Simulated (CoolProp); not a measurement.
Values from CoolProp's reference Helmholtz-energy equation of state, Lemmon 2013.

Q: Give the vapour pressure (MPa), liquid density (kg/m³), enthalpy of vaporisation (kJ/kg), vapour Z of saturated propylene at 188.4 K.

A: 
```tsv
T (K)	p (MPa)	liquid density (kg/m³)	enthalpy of vaporisation (kJ/kg)	vapour Z
188.4	0.0127	654	477	0.992
```
